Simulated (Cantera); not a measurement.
A closed system holds: 1 mol Si, 0.65 mol NF₃, equilibrated at 452 °C and 26000 Pa.

Method: chemical equilibrium by Gibbs-energy minimisation in Cantera with the NASA 1993 tables (ideal gas, pure condensed phases). Candidate condensed phases: Si, Si₃N₄; 16 gas species. Equilibrium is a limit: real reactors are often held back by kinetics, nucleation or transport.

Base state: SiF₄ 1.000 (mole fractions); condensed: Si(s) + Si₃N₄(s).

### Question
What changes in the equilibrium state with this change: NF₃ from 0.65 to 1.3 mol?

### Answer
```
species        before    after
-------------  ------  -------
SiF₄            1.000    0.606
N₂              <1e-9    0.394
Si(s), mol     0.0250        0
Si₃N₄(s), mol   0.163  0.00833
```

### Question
What changes in the equilibrium state with this change: NF₃ from 0.65 to 0.77 mol?

### Answer
| species | before | after |
|---|---|---|
| SiF₄ | 1.000 | 0.848 |
| N₂ | <1e-9 | 0.152 |
| Si(s), mol | 0.0250 | 0 |
| Si₃N₄(s), mol | 0.163 | 0.141 |
